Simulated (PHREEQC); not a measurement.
Synthetic water in mmol/kgw, 25 °C, pH 2.61, pe 9.2: Na 2.75; K 0.537; Ca 1.49; Mg 2; Cl 1.49; S(6) 7.01; O(0) (counted as O atoms) 0.00775; P 0.00867; Zn 0.00163; Br 0.0972; N(5) 0.0283.

Valence states are taken as typed.

Equilibrium calculation in PHREEQC: ion-association model, wateq4f.dat.

No solid was allowed to form.

Problem. What ionic strength, charge-balance error does the model give?

Solution. ionic strength 0.0196 mol/kgw; charge-balance error -7.5 %.

Problem. In which forms is P present?

Solution. H2PO4- 74 %, H3PO4 23 %, MgH2PO4+ 2.0 %, CaH2PO4+ 1.2 % of the P.

Species that the database lacks are ignored. H3PO4, which wateq4f.dat lacks, is added to it with the constant of phreeqc.dat. The database has no phosphate complexes of Zn.
